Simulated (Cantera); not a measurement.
Dilute partial oxidation

An isothermal, constant-pressure homogeneous reactor starts with CH₃OH : O₂ : N₂ = 0.0048 : 0.0039 : 1 (molar parts), equivalence ratio 1.8, at 1575 K and 10.0 bar.

Computed with Cantera and GRI-Mech 3.0 (53 species, 325 reactions). GRI-Mech 3.0 was tuned for natural gas; its chemistry of methanol as a main component is partial and can be far from experiment.

```csv
t (s),x CH₃OH,x O₂,x O,x HO₂,x NO₂
2.00e-5,0.00372,0.00367,5.47e-7,7.47e-5,2.16e-10
5.72e-5,2.05e-5,0.00253,3.30e-5,7.14e-6,3.15e-11
0.000164,1.00e-11,1.89e-5,1.14e-5,4.34e-8,8.49e-11
0.000468,1.01e-12,6.88e-7,5.21e-7,1.56e-9,1.54e-11
0.00134,<1e-12,5.63e-8,4.63e-8,1.16e-10,4.29e-12
0.00383,<1e-12,5.93e-9,4.90e-9,9.42e-12,1.35e-12
0.0110,<1e-12,6.96e-10,5.67e-10,<1e-12,<1e-12
0.0313,<1e-12,9.01e-11,7.72e-11,<1e-12,<1e-12
0.0896,<1e-12,1.62e-11,1.76e-11,<1e-12,<1e-12
0.256,<1e-12,8.45e-12,1.08e-11,<1e-12,<1e-12
0.733,<1e-12,7.38e-12,9.50e-12,<1e-12,<1e-12
2.10,<1e-12,7.03e-12,9.04e-12,<1e-12,<1e-12
6.00,<1e-12,7.02e-12,9.03e-12,<1e-12,<1e-12
```
x: mole fraction; the columns are a selection and need not sum to one.

Equilibrium at this temperature and pressure: CH₃OH <1e-12, O₂ 7.01e-12, O 9.02e-12, HO₂ <1e-12, NO₂ <1e-12 (gas phase only).
